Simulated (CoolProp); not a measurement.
The fluid at 293.15 K and 0.832 MPa (liquid) is heated at constant pressure to 405.4 K. The same conditions are run with several fluids, on thermodynamics alone (safety and materials aside).

Model: reference Helmholtz-energy equation of state of each fluid (sulfur dioxide: Gao 2016; p-xylene: Zhou 2012; n-hexane: Thol 2019; neopentane: Lemmon 2006; R114: Platzer 1990), in CoolProp. The equations of Platzer and Polt are older, rougher fits.

```json
[
 {"fluid": "sulfur dioxide", "heat (kJ/kg)": "435", "final phase": "gas", "final density (kg/m³)": "16.6"},
 {"fluid": "p-xylene", "heat (kJ/kg)": "212", "final phase": "liquid", "final density (kg/m³)": "___"},
 {"fluid": "n-hexane", "heat (kJ/kg)": "___", "final phase": "liquid", "final density (kg/m³)": "___"},
 {"fluid": "neopentane", "heat (kJ/kg)": "511", "final phase": "gas", "final density (kg/m³)": "20.2"},
 {"fluid": "R114", "heat (kJ/kg)": "209", "final phase": "gas", "final density (kg/m³)": "47.0"}
]
```

Problem. What belongs in the gaps?

Solution. 
- p-xylene, final density (kg/m³): 760
- n-hexane, heat (kJ/kg): 282
- n-hexane, final density (kg/m³): 545
